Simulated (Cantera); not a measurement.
# Thermodynamics of silicon nitride deposition, feed SiF₄ + NH₃ + H₂

Feed: 1 mol SiF₄, 0.14 mol NH₃, 0.55 mol H₂, held at 12.0 mbar.

Equilibrium computed with Cantera from the NASA thermochemical tables; the gas is ideal and each condensed phase is pure. Candidate condensed phases: Si, Si₃N₄; 37 gas species. The tables' values for SiF₃ are old estimates; treat these amounts as uncertain. The numbers say what is thermodynamically allowed, not how fast it happens.

From 600 °C to 850 °C nothing is condensed. The main Si-bearing gas is SiF₄ throughout.

```tsv
T (°C)	x SiF₄	x H₂	x N₂	x HF	x SiHF₃
600	0.546	0.415	0.0383	0.000213	0.000211
625	0.546	0.415	0.0383	0.000278	0.000273
650	0.546	0.415	0.0383	0.000358	0.000348
675	0.546	0.415	0.0383	0.000455	0.000437
700	0.546	0.415	0.0383	0.000574	0.000541
725	0.546	0.415	0.0383	0.000717	0.000659
750	0.546	0.414	0.0382	0.000890	0.000793
775	0.545	0.414	0.0382	0.00110	0.000939
800	0.545	0.414	0.0382	0.00135	0.00110
825	0.545	0.414	0.0382	0.00166	0.00126
850	0.544	0.413	0.0382	0.00203	0.00143
```
x: gas mole fraction; nothing condenses.
